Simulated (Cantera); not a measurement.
A perfectly stirred reactor is fed with CH4 : H2 : O2 : N2 = 1 : 0.18 : 3.87 : 14.6 (molar parts), equivalence ratio 0.54, at 100000 Pa; it is adiabatic with a 475 K inlet, and is followed from long to short residence time, starting on the burning branch (τ in s: 0.12, 0.052, 0.023, 0.01, 0.0046, 0.002, 0.0009, 0.0004, 0.00018, 7.8e-05, 3.5e-05, 1.5e-05, 6.8e-06).

Model: GRI-Mech 3.0 (53 species, 325 reactions), integrated in Cantera.

Question: What does this change do: pressure from 100000 Pa to 2000000 Pa?

Answer: 
```csv
quantity,before,after
"blow-out, bracketed by the residence times tried","burning at 0.400 ms, out at 0.180 ms","burning at 0.900 ms, out at 0.400 ms"
x(CH4) at τ = 0.120 s,1.13e-5,4.06e-6
x(H2) at τ = 0.120 s,7.03e-5,4.10e-6
x(O2) at τ = 0.120 s,0.0909,0.0910
x(CH2O) at τ = 0.120 s,1.08e-6,4.05e-7
x(CH2) at τ = 0.120 s,2.71e-8,1.29e-9
x(CH4) at τ = 0.900 ms,0.000299,0.000356
x(H2) at τ = 0.900 ms,0.00144,0.000227
x(O2) at τ = 0.900 ms,0.0936,0.0936
x(CH2O) at τ = 0.900 ms,3.24e-5,4.09e-5
x(CH2) at τ = 0.900 ms,1.14e-6,1.17e-7
```
The pressure lies above the range GRI-Mech 3.0 was tuned for (to about 10 atm).
